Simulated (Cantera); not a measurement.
Input: 1 mol Si, 1.5 mol CO2, 31 mol H2, 0.0021 mol H2O, at 800 °C and 81.0 Pa.

Method: chemical equilibrium by Gibbs-energy minimisation in Cantera with the NASA 1993 tables (ideal gas, pure condensed phases). Candidate condensed phases: C, C6H6, C7H8, C8H18, H2O, Si, SiC, SiO2; 123 gas species. Equilibrium is a limit: real reactors are often held back by kinetics, nucleation or transport.

Base state: H2 0.969, CO 0.0313, CH4 3.49e-5 (mole fractions); condensed: C(graphite) + SiO2(β-quartz).

Task: What changes in the equilibrium state with this change: CO2 from 1.5 to 1.1 mol?

Result: 
| species | before | after |
|---|---|---|
| H2 | 0.969 | 0.993 |
| CO | 0.0313 | 0.00648 |
| CH4 | 3.49e-5 | 3.67e-5 |
| C(graphite), mol | 0.497 | 0.897 |
| SiO2(β-quartz), mol | 1.000 | 1.000 |
